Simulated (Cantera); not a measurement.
Input (Python, Cantera):

```python
import numpy as np
import cantera as ct

surf = ct.Interface("diamond.yaml", "diamond_100")
gas, bulk = surf.adjacent["gas"], surf.adjacent["diamond"]
k = surf.kinetics_species_index(bulk.species_names[0])
cover = ["c6HH", "c6H*", "c6*H", "c6**", "c6HM", "c6B"]

rows, drift = [], 0.0
print(f"{'xH':>10s}{'um/h':>11s}" + "".join(f"{s:>11s}" for s in cover))
for v in [0.0001, 0.00024, 0.00059, 0.0014, 0.0035, 0.0084, 0.02, 0.049, 0.12]:
    T, P, xH, xCH3 = 1250, 1700, v, 1.9e-05
    gas.TPX = T, P, {"H": xH, "CH3": xCH3, "CH4": 0.003, "H2": 1 - xH - xCH3 - 0.003}
    surf.TP = bulk.TP = T, P
    surf.coverages = "c6H*:0.1, c6HH:0.9"
    surf.advance_coverages(100.0)
    before = surf.coverages
    surf.advance_coverages(100.0)
    drift = max(drift, np.max(np.abs(surf.coverages - before) / (surf.coverages + 1e-9)))
    rate = surf.net_production_rates[k] * bulk.mean_molecular_weight / bulk.density * 3.6e9
    rows.append([rate, *surf[cover].coverages])
    print(f"{v:10.4g}{rate:11.4e}" + "".join(f"{x:11.3e}" for x in rows[-1][1:]))
```

Output:

```
        xH       um/h       c6HH       c6H*       c6*H       c6**       c6HM        c6B
    0.0001 2.0077e-03  6.383e-01  2.820e-02  3.287e-01  4.653e-03  1.788e-05  5.448e-12
   0.00024 7.3164e-03  5.328e-01  3.601e-02  4.196e-01  1.131e-02  2.509e-05  1.985e-11
   0.00059 1.7382e-02  4.656e-01  4.058e-02  4.729e-01  2.068e-02  3.229e-05  4.717e-11
    0.0014 2.9072e-02  4.323e-01  4.257e-02  4.961e-01  2.884e-02  3.762e-05  7.889e-11
    0.0035 4.3089e-02  4.160e-01  4.344e-02  5.061e-01  3.438e-02  4.040e-05  1.169e-10
    0.0084 6.3301e-02  4.092e-01  4.378e-02  5.098e-01  3.707e-02  4.010e-05  1.718e-10
      0.02 9.9488e-02  4.064e-01  4.395e-02  5.113e-01  3.830e-02  3.669e-05  2.700e-10
     0.049 1.6244e-01  4.051e-01  4.411e-02  5.118e-01  3.888e-02  2.950e-05  4.408e-10
      0.12 2.4420e-01  4.046e-01  4.439e-02  5.118e-01  3.918e-02  1.980e-05  6.626e-10
```

Model: the Harris–Goodwin 1993 mechanism for the reconstructed diamond (100) surface, integrated in Cantera.
